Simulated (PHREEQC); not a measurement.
Consider water at 75 °C with 0.24 mol/kgw HF, 6.6e-05 mol/kgw Na2B4O7 and 0.011 mol/kgw NaCl. Closed to the air; pH follows from the charge balance.

The numbers come from PHREEQC with the ion-association model, phreeqc.dat.

- pH: 1.97
- ionic strength: 0.0233 mol/kgw
- total alkalinity: -240 meq/kg

```tsv
species	molality	activity	log γ
HF	0.221	0.222	0.002
H+	0.0122	0.0107	-0.059
Na+	0.0111	0.00946	-0.069
Cl-	0.0110	0.00931	-0.072
F-	0.00616	0.00521	-0.073
HF2-	0.00591	0.00502	-0.071
BF4-	0.000263	0.000223	-0.071
NaF	2.82e-5	2.84e-5	0.002
BF3OH-	1.22e-6	1.04e-6	-0.071
BF2(OH)2-	4.37e-8	3.71e-8	-0.071
H3BO3	2.01e-9	2.02e-9	0.002
```

Precipitation was switched off in this run. Constants without temperature data keep their 25 °C values here. Real BF4- forms and hydrolyses slowly; the run takes it at equilibrium.
